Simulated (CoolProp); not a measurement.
Computed with CoolProp (reference Helmholtz-energy equation of state, Lemmon 2006). It is a short technical equation, of lower accuracy than the large ones.

Task: For n-decane, give the phase and the density (kg/m³), viscosity (µPa s) at 249 K and 28 bar; 295.7 K and 15.5 bar.

Result: 
- 249 K and 28 bar: liquid; density 767, viscosity 2200
- 295.7 K and 15.5 bar: liquid; density 730, viscosity 895

Viscosity comes from a separate model (Huber 2004).
